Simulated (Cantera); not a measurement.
Charge: 1 mol CuF2, 0.89 mol H2, 21 mol N2, at 1375 K and 1330 Pa.

These are equilibrium values from Cantera (NASA tables, ideal gas, pure condensed phases), not measurements of a reactor. Candidate condensed phases: Cu, CuF2; 25 gas species. Kinetics and transport are ignored.

Base state: N2 0.913, HF 0.0774, CuF 0.00948, Cu 6.17e-5, CuF2 4.03e-5 (mole fractions); condensed: Cu(l).

Question: What changes in the equilibrium state with this change: H2 from 0.89 to 7 mol?

Answer: 
```
species      before    after
----------  -------  -------
N2            0.913    0.724
H2          2.47e-8    0.207
HF           0.0774   0.0690
CuF         0.00948  2.92e-6
Cu          6.17e-5  6.17e-5
CuF2        4.03e-5    <1e-9
H           4.66e-9  1.35e-5
Cu(l), mol    0.780    0.998
```
